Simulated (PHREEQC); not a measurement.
Solution (75 °C): 94 mmol/kgw NH4HCO3, 18 mmol/kgw TMAH and 18 mmol/kgw NH4HS. Closed to the air; pH follows from the charge balance.

The numbers come from PHREEQC with the ion-association model, phreeqc.dat.

Each row changes one thing in this solution. No solid was allowed to form.

```csv
case,pH,ionic strength (mol/kgw),NH4+ (mol/kgw),NH3 (mol/kgw),HS- (mol/kgw),CO2 (mol/kgw)
as made,7.51,0.107,0.0888,0.0232,0.0167,0.00433
NH4HS from 0.018 to 0.18 mol/kgw,7.38,___,0.236,0.0384,0.164,0.00528
NH4HS replaced by NaHS at the same molality,7.58,0.108,0.0722,0.0218,0.0168,0.00372
temperature from 75 to 90 °C,___,___,0.0845,0.0275,0.0160,0.00783
NH4HS from 0.018 to 0.0036 mol/kgw,7.54,___,0.0758,0.0218,0.00335,0.00406
NH4HS from 0.018 to 0.0162 mol/kgw,7.51,0.106,0.0872,0.0230,0.0150,0.00430
0.011 mol/kgw NaCl added,7.51,0.118,0.0892,0.0228,0.0167,0.00428
```

Q: Complete the blanks.

A: 
- NH4HS from 0.018 to 0.18 mol/kgw, ionic strength (mol/kgw): 0.254
- temperature from 75 to 90 °C, pH: 7.29
- temperature from 75 to 90 °C, ionic strength (mol/kgw): 0.103
- NH4HS from 0.018 to 0.0036 mol/kgw, ionic strength (mol/kgw): 0.0943

Complexes and solids missing from the database can't appear. Carbamate, which ammonia and carbonate form, is missing from the database. (CH3)4N+ isn't in the database: it is added as a free cation with an ion size of 4 Å. At this temperature some constants are extrapolated from 25 °C, and those without enthalpy data are left unchanged.
